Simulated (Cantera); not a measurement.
An isothermal, constant-pressure homogeneous reactor starts with CH4 : H2O : H2 = 1 : 1.6 : 0.054 (molar parts), at 1900 K and 5.00 bar.

Model: GRI-Mech 3.0 (53 species, 325 reactions), integrated in Cantera.

x: mole fraction; the columns are a selection and need not sum to one.

```
t (s)        x CH4  x H2O    x H2    x C2H4    x C2H6     x CH2
--------  --------  -----  ------  --------  --------  --------
1.00e-5      0.357  0.599  0.0335   0.00345   0.00285   2.58e-6
3.83e-5      0.292  0.575  0.0964    0.0162   0.00285   2.80e-6
0.000147     0.184  0.517   0.225   0.00767       ___   1.69e-6
0.000562    0.0884  0.459   0.342   0.00311       ___   1.08e-6
0.00215     0.0398  0.395   0.428   0.00265       ___   6.97e-7
0.00825     0.0267  0.300   0.510   0.00203       ___   3.73e-7
0.0316      0.0165  0.196   0.596  0.000910       ___   1.39e-7
0.121      0.00579  0.134   0.650  0.000126       ___   3.22e-8
0.464     0.000255  0.120   0.664   2.57e-7  9.64e-10   1.18e-9
1.78       1.09e-6  0.120   0.665  8.64e-12    <1e-12  5.09e-12
6.81       1.09e-6  0.120   0.665  8.62e-12    <1e-12  5.08e-12
26.1       1.09e-6  0.120   0.665  8.62e-12    <1e-12  5.08e-12
100        1.09e-6  0.120   0.665  8.62e-12    <1e-12  5.08e-12
```

What belongs in the gaps?


- 0.000147, x C2H6: 0.000799
- 0.000562, x C2H6: 0.000158
- 0.00215, x C2H6: 3.06e-5
- 0.00825, x C2H6: 1.23e-5
- 0.0316, x C2H6: 4.18e-6
- 0.121, x C2H6: 4.97e-7
